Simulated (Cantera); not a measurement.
Equilibrium for iron carbonyl, mercury and lead vapours: PbO + CO + H2

A closed system holds: 1 mol PbO, 4.5 mol CO, 7 mol H2, held at 750 Torr.

These are equilibrium values from Cantera (NASA tables, ideal gas, pure condensed phases), not measurements of a reactor. Candidate condensed phases: C, C6H6, C7H8, C8H18, H2O, Pb, PbO, PbO2, Pb3O4; 113 gas species. The numbers say what is thermodynamically allowed, not how fast it happens.

| T (K) | log p H2 | log p CO | log p H2O | log p Pb | log p CO2 | log p CH4 | n Pb(l) |
|---|---|---|---|---|---|---|---|
| 1048 | -0.26 | -0.46 | -1.25 | -4.35 | -1.37 | -1.97 | 0.999 |
| 1098 | -0.26 | -0.45 | -1.26 | -3.93 | -1.45 | -2.45 | 0.999 |
| 1148 | -0.26 | -0.44 | -1.24 | -3.55 | -1.50 | -2.92 | 0.997 |
| 1198 | -0.26 | -0.44 | -1.23 | -3.20 | -1.55 | -3.36 | 0.993 |
| 1248 | -0.26 | -0.44 | -1.22 | -2.89 | -1.58 | -3.78 | 0.985 |
| 1298 | -0.26 | -0.44 | -1.20 | -2.59 | -1.62 | -4.16 | 0.971 |
| 1348 | -0.27 | -0.44 | -1.19 | -2.32 | -1.65 | -4.51 | 0.945 |
| 1398 | -0.27 | -0.44 | -1.18 | -2.07 | -1.68 | -4.84 | 0.901 |
| 1448 | -0.27 | -0.44 | -1.18 | -1.84 | -1.72 | -5.15 | 0.830 |
| 1498 | -0.28 | -0.44 | -1.17 | -1.62 | -1.75 | -5.44 | 0.716 |
| 1548 | -0.29 | -0.44 | -1.17 | -1.42 | -1.78 | -5.72 | 0.540 |
| 1598 | -0.30 | -0.45 | -1.18 | -1.23 | -1.81 | -6.00 | 0.270 |
log p: log10 of the partial pressure in bar; n: condensed amount in mol.

From 1048 K to 1598 K the condensed part is Pb(l). The main Pb-bearing gas is Pb throughout.
